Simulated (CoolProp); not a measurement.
Model: reference Helmholtz-energy equation of state, Thol 2019, in CoolProp.

Question: Give the vapour pressure (bar), vapour density (kg/m³) of saturated dodecamethylpentasiloxane (MD3M) at 198.95, 226.25, 237.15 °C.

Answer: 
| T (°C) | p (bar) | vapour density (kg/m³) |
|---|---|---|
| 198.95 | 0.468 | 4.90 |
| 226.25 | 0.932 | 9.61 |
| 237.15 | 1.19 | 12.3 |
